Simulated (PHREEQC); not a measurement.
Dissolve 0.13 mol/kgw Na2SO4, 0.13 mol/kgw NaCl and 0.033 mol/kgw HCl at 25 °C. Closed to the air; pH follows from the charge balance.

Computed with PHREEQC (ion-association model, wateq4f.dat).

This is a speciation only: nothing precipitates in the calculation.

### Question
What pH does the model give?

### Answer
pH 2.05.

### Question
In which forms is Na present?

### Answer
Na+ 92 %, NaSO4- 7.9 % of the Na.

Species that the database lacks are ignored.
